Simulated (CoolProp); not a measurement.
A single-stage vapour-compression cycle with the fluid: evaporating at 197.15 K (dew point), condensing at 266.15 K (bubble point), superheat 2 K, subcooling 8 K, compressor efficiency 0.65, no pressure losses. The same conditions are run with several fluids, on thermodynamics alone (safety and materials aside).

Computed with CoolProp (reference Helmholtz-energy equation of state of each fluid (carbonyl sulfide: Lemmon 2006; R22: Kamei 1995; nitrous oxide: Lemmon 2006; C2F6 (R116): Lemmon 2006; hydrogen sulfide: Lemmon 2006; R13: Platzer 1990)). The equations of Platzer and Polt are older, rougher fits.

```csv
fluid,cooling COP,pressure ratio,discharge temperature (K),refrigerating effect (kJ/kg),volumetric capacity (kJ/m³)
carbonyl sulfide,…,20.5,…,254,238
R22,1.45,28.7,402.5,189,137
nitrous oxide,1.31,12.8,423.7,249,1400
C2F6 (R116),1.11,13.5,286.4,53.2,526
hydrogen sulfide,1.37,19.7,516.2,…,393
R13,1.30,12.2,326.3,…,780
```

### Question
Some entries are withheld; supply them.

### Answer

- carbonyl sulfide, cooling COP: 1.43
- carbonyl sulfide, discharge temperature (K): 453.9
- hydrogen sulfide, refrigerating effect (kJ/kg): 444
- R13, refrigerating effect (kJ/kg): 87.7
